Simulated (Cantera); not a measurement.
Cantera run:

```python
import numpy as np
import cantera as ct

gas_names = """
    AL ALN ALO ALO2 AL2 AL2O AL2O2 N NO NO2 NO3 N2 N2O O O2 O3
""".split()
cond_names = """
    AL(cr) AL(L) ALN(s) AL2O3(a) AL2O3(L)
""".split()


def load(file, names, dense=False):
    # The tables refer to 1 bar. Condensed volumes are neglected.
    table = {s.name: s for s in ct.Species.list_from_file(file)}
    out = []
    for n in names:
        d = dict(table[n].input_data)
        d["thermo"] = dict(d["thermo"], **{"reference-pressure": 1e5})
        if dense:
            d["equation-of-state"] = {"model": "constant-volume", "density": "1e6 g/cm^3"}
        out.append(ct.Species.from_dict(d))
    return out


gas = ct.Solution(thermo="ideal-gas", species=load("nasa_gas.yaml", gas_names))
cond = {s.name: ct.Solution(thermo="fixed-stoichiometry", species=[s], name=s.name)
        for s in load("nasa_condensed.yaml", cond_names, dense=True)}
atoms = {
    'Al': {'AL': 1},
    'N2O': {'N': 2, 'O': 1},
    'N2': {'N': 2},
}
top_T = {'ALN(s)': 2750}  # K; cautious upper limits of use, not melting points


def equilibrate(T, P, feed):
    n = {}
    for name, mol in feed.items():
        for a, k in atoms[name].items():
            n[a] = n.get(a, 0.0) + k * mol
    gas.TPX = T, P, n
    mass = sum(n.values()) * gas.mean_molecular_weight
    gas.equilibrate("TP")
    valid = [c for c in cond.values() if c.min_temp <= T <= top_T.get(c.name, c.max_temp)]
    mix = ct.Mixture([(gas, mass / gas.mean_molecular_weight)] + [(c, 0.0) for c in valid])
    mix.T, mix.P = T, P
    mix.equilibrate("TP", solver="vcs", rtol=1e-11, max_steps=5000)
    return mix


results = []
feed = {'Al': 1, 'N2O': 2, 'N2': 1.4}  # mol
P = 16000  # Pa
for T in [848, 948, 1048, 1148, 1248, 1348, 1448, 1548, 1648, 1748, 1848, 1948, 2048, 2148]:
    mix = equilibrate(T, P, feed)
    results.append((T, P, feed, dict(zip(mix.species_names, mix.species_moles))))
    x = sorted(zip(gas.X, gas.species_names), reverse=True)
    print(f"T = {T:g} K  P = {P:g} Pa  gas = {mix.phase_moles(0):.4g} mol")
    print("   x: " + "  ".join(f"{s} {v:.3e}" for v, s in x if v > 1e-05))
    print("   condensed (mol): " + ("  ".join(f"{mix.phase(i).name} {mix.phase_moles(i):.4g}"
          for i in range(1, mix.n_phases) if mix.phase_moles(i) > 1e-12) or "none"))
```

Result:

```
T = 848 K  P = 16000 Pa  gas = 3.65 mol
   x: N2 9.315e-01  O2 6.849e-02
   condensed (mol): AL2O3(a) 0.5
T = 948 K  P = 16000 Pa  gas = 3.65 mol
   x: N2 9.315e-01  O2 6.849e-02  NO 1.063e-05
   condensed (mol): AL2O3(a) 0.5
T = 1048 K  P = 16000 Pa  gas = 3.65 mol
   x: N2 9.315e-01  O2 6.848e-02  NO 3.214e-05
   condensed (mol): AL2O3(a) 0.5
T = 1148 K  P = 16000 Pa  gas = 3.65 mol
   x: N2 9.315e-01  O2 6.845e-02  NO 8.015e-05
   condensed (mol): AL2O3(a) 0.5
T = 1248 K  P = 16000 Pa  gas = 3.65 mol
   x: N2 9.314e-01  O2 6.841e-02  NO 1.726e-04
   condensed (mol): AL2O3(a) 0.5
T = 1348 K  P = 16000 Pa  gas = 3.65 mol
   x: N2 9.313e-01  O2 6.833e-02  NO 3.318e-04
   condensed (mol): AL2O3(a) 0.5
T = 1448 K  P = 16000 Pa  gas = 3.65 mol
   x: N2 9.312e-01  O2 6.820e-02  NO 5.825e-04
   condensed (mol): AL2O3(a) 0.5
T = 1548 K  P = 16000 Pa  gas = 3.65 mol
   x: N2 9.310e-01  O2 6.801e-02  NO 9.503e-04
   condensed (mol): AL2O3(a) 0.5
T = 1648 K  P = 16000 Pa  gas = 3.65 mol
   x: N2 9.308e-01  O2 6.775e-02  NO 1.460e-03  O 1.648e-05
   condensed (mol): AL2O3(a) 0.5
T = 1748 K  P = 16000 Pa  gas = 3.65 mol
   x: N2 9.304e-01  O2 6.740e-02  NO 2.133e-03  O 4.759e-05
   condensed (mol): AL2O3(a) 0.5
T = 1848 K  P = 16000 Pa  gas = 3.65 mol
   x: N2 9.300e-01  O2 6.693e-02  NO 2.988e-03  O 1.225e-04
   condensed (mol): AL2O3(a) 0.5
T = 1948 K  P = 16000 Pa  gas = 3.651 mol
   x: N2 9.294e-01  O2 6.632e-02  NO 4.036e-03  O 2.860e-04
   condensed (mol): AL2O3(a) 0.5
T = 2048 K  P = 16000 Pa  gas = 3.651 mol
   x: N2 9.286e-01  O2 6.552e-02  NO 5.283e-03  O 6.137e-04
   condensed (mol): AL2O3(a) 0.5
T = 2148 K  P = 16000 Pa  gas = 3.652 mol
   x: N2 9.276e-01  O2 6.447e-02  NO 6.726e-03  O 1.224e-03
   condensed (mol): AL2O3(a) 0.5
```

Method: chemical equilibrium by Gibbs-energy minimisation in Cantera with the NASA 1993 tables (ideal gas, pure condensed phases).
